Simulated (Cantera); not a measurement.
An adiabatic, constant-volume homogeneous reactor starts with 6.76 % CH4, 19.6 % O2, 73.6 % N2, equivalence ratio 0.69, at 1025 K and 750 Torr.

Cantera simulation using GRI-Mech 3.0 (53 species, 325 reactions); the numbers are that mechanism's predictions, not measurements.

Question: Predict: time of steepest temperature rise; temperature at 6.00 s; equilibrium temperature; x(O2) at 6.00 s; x(N2O) at 6.00 s.

Answer: 
* **time of steepest temperature rise**: 0.578 s
* **temperature at 6.00 s**: 2566 K
* **equilibrium temperature**: 2566 K
* **x(O2) at 6.00 s**: 0.0552 (gas-phase equilibrium 0.0552)
* **x(N2O) at 6.00 s**: 1.07e-6 (gas-phase equilibrium 1.07e-6)
